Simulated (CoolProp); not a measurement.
Vapour-liquid equilibrium of neopentane (1) + n-pentane (2) at 1.18 MPa; x and y are mole fractions of (1).

The numbers come from the multi-fluid Helmholtz-energy mixture model, Lemmon 2006 and Thol 2019; pair parameters Bell 2016 in CoolProp.

Q: Give the bubble temperature and the first vapour's composition at x = 0.25, 0.75, 0.95. Is there an azeotrope?

A: x = 0.25: 397.9 K, y = 0.334; x = 0.75: 382.5 K, y = 0.821; x = 0.95: 377.2 K, y = 0.967. No azeotrope shows between x = 0.05 and 0.95.

The pair parameters rest on a limited set of measurements; away from them the model extrapolates.
